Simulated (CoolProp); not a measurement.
The numbers come from the reference Helmholtz-energy equation of state, Thol 2018 in CoolProp.

**Question.** Give the vapour pressure (MPa), liquid density (kg/m³), vapour density (kg/m³), enthalpy of vaporisation (kJ/kg) of saturated hydrogen chloride at -68.75, -32.45 °C.

**Answer.** 
```tsv
T (°C)	p (MPa)	liquid density (kg/m³)	vapour density (kg/m³)	enthalpy of vaporisation (kJ/kg)
-68.75	0.235	1140	5.32	425
-32.45	0.994	1040	20.9	375
```
